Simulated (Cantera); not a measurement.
An isothermal, constant-pressure homogeneous reactor starts with 3.01 % H₂, 97.0 % O₂, at 1300 K and 10.00 Torr.

Computed with Cantera and GRI-Mech 3.0 (53 species, 325 reactions). Radical loss at walls, strong at low pressure, is not modelled.

x: mole fraction; the columns are a selection and need not sum to one.

```tsv
t (s)	x H₂	x O₂	x H₂O₂	x H	x OH	x O
2.00e-6	0.0301	0.970	<1e-12	2.96e-10	1.06e-11	1.06e-11
1.00e-5	0.0301	0.970	<1e-12	1.30e-9	2.37e-10	2.41e-10
5.02e-5	0.0301	0.970	1.06e-12	4.29e-9	3.91e-9	4.20e-9
0.000252	0.0301	0.970	2.60e-11	2.27e-8	5.47e-8	6.86e-8
0.00126	0.0300	0.970	6.74e-10	1.48e-5	4.10e-5	5.44e-5
0.00632	0.000327	0.944	4.39e-8	0.00263	0.00290	0.0228
0.0317	0.000256	0.950	4.28e-8	0.00179	0.00258	0.0176
0.159	9.74e-5	0.962	___	0.000400	0.00160	0.00642
0.795	1.04e-5	0.969	___	1.37e-5	0.000526	0.000675
3.98	7.13e-7	0.969	___	2.46e-7	0.000138	4.60e-5
20.0	7.23e-8	0.969	4.54e-10	7.96e-9	4.40e-5	4.67e-6
100	2.40e-8	0.969	1.93e-10	1.52e-9	2.54e-5	1.55e-6
```

Q: Complete the blanks.

A: 
- 0.159, x H₂O₂: 3.48e-8
- 0.795, x H₂O₂: 1.42e-8
- 3.98, x H₂O₂: 2.74e-9
